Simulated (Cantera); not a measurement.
Input: 1 mol Si3N4, a varied amount of N2O, 570 mol H2, at 1225 °C and 750 Torr.

Cantera equilibrium calculation (NASA polynomials, part measured and part estimated; ideal gas, pure solids and liquids). Candidate condensed phases: H2O, Si, SiO2, Si2N2O, Si3N4; 35 gas species. Mutual solubility and eutectic melting of coexisting phases are not modelled. The tables hold silica as quartz up to 1696 K and as liquid above; real silica turns to tridymite and cristobalite and melts near 1996 K. Kinetics and transport are ignored.

**Question.** Which condensed phases are stable at each of these points (n(N2O) (mol)): 0.07, 0.13, 0.23, 0.42, 0.77, 1.4, 2.6, 4.7?

**Answer.** 
```
n(N2O) (mol)            condensed phases  Si condensed (%)
------------  --------------------------  ----------------
0.07                Si2N2O(s) + Si3N4(s)             100.0
0.13                Si2N2O(s) + Si3N4(s)             100.0
0.23                Si2N2O(s) + Si3N4(s)             100.0
0.42                Si2N2O(s) + Si3N4(s)             100.0
0.77                Si2N2O(s) + Si3N4(s)             100.0
1.4                 Si2N2O(s) + Si3N4(s)             100.0
2.6           SiO2(β-quartz) + Si2N2O(s)              99.8
4.7           SiO2(β-quartz) + Si2N2O(s)              99.8
```

From 0.07 mol N2O to 1.4 mol N2O the condensed part is Si2N2O(s) + Si3N4(s). From 2.6 mol N2O to 4.7 mol N2O the condensed part is SiO2(β-quartz) + Si2N2O(s).
